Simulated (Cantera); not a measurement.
A closed system holds: 1 mol SiCl4, 0.13 mol Cl2, 120 mol H2, held at 3.20 mbar.

Method: chemical equilibrium by Gibbs-energy minimisation in Cantera with the NASA 1993 tables (ideal gas, pure condensed phases). Candidate condensed phases: Si; 19 gas species. The tables' values for SiCl3 are old estimates; treat these amounts as uncertain. Rates play no part.

x: gas mole fraction; n: condensed amount in mol.

```tsv
T (°C)	x H2	x HCl	x SiCl4	x SiCl2	x SiHCl3	n Si(s)
527	0.988	0.00380	?	6.18e-6	0.00156	0
577	0.987	0.00556	?	3.74e-5	0.00176	0.0434
627	0.984	0.00933	?	0.000120	0.00153	0.158
677	0.980	0.0143	?	0.000321	0.00123	0.305
727	0.976	0.0200	?	0.000699	0.000867	0.465
777	0.972	0.0251	?	0.00121	0.000503	0.600
827	0.969	0.0282	?	0.00168	0.000236	0.679
877	0.968	0.0295	?	0.00198	9.82e-5	0.707
927	0.968	0.0299	?	0.00218	4.03e-5	0.710
977	0.968	0.0299	?	0.00233	1.72e-5	0.703
1027	0.968	0.0298	?	0.00245	7.77e-6	0.694
```

Question: What belongs in the gaps?

Answer: 
- 527, x SiCl4: 0.00664
- 577, x SiCl4: 0.00599
- 627, x SiCl4: 0.00513
- 677, x SiCl4: 0.00393
- 727, x SiCl4: 0.00253
- 777, x SiCl4: 0.00125
- 827, x SiCl4: 0.000467
- 877, x SiCl4: 0.000147
- 927, x SiCl4: 4.57e-5
- 977, x SiCl4: 1.49e-5
- 1027, x SiCl4: 5.25e-6
